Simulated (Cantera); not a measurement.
Input: 1 mol SiF4, 8.3 mol H2O, 6.4 mol H2, at 4700 Pa.

Method: chemical equilibrium by Gibbs-energy minimisation in Cantera with the NASA 1993 tables (ideal gas, pure condensed phases). Candidate condensed phases: H2O, Si, SiO2; 38 gas species. The tables hold silica as quartz up to 1696 K and as liquid above; real silica turns to tridymite and cristobalite and melts near 1996 K. Gases not in the tables: Si(OH)4. Equilibrium is a limit: real reactors are often held back by kinetics, nucleation or transport.

### Question
Which condensed phases are stable at each of these points (T (°C)): 452, 552, 652, 752, 852, 952, 1052, 1152, 1252, 1352, 1452, 1552?

### Answer
```csv
T (°C),condensed phases,Si condensed (%)
452,SiO2(α-quartz),49.8
552,SiO2(α-quartz),71.4
652,SiO2(β-quartz),87.2
752,SiO2(β-quartz),95.2
852,SiO2(β-quartz),98.2
952,SiO2(β-quartz),99.3
1052,SiO2(β-quartz),99.7
1152,SiO2(β-quartz),99.8
1252,SiO2(β-quartz),99.9
1352,SiO2(β-quartz),99.9
1452,SiO2(condensed),99.9
1552,SiO2(condensed),99.8
```

From 452 °C to 552 °C the condensed part is SiO2(α-quartz). From 652 °C to 1352 °C the condensed part is SiO2(β-quartz). From 1452 °C to 1552 °C the condensed part is SiO2(condensed).
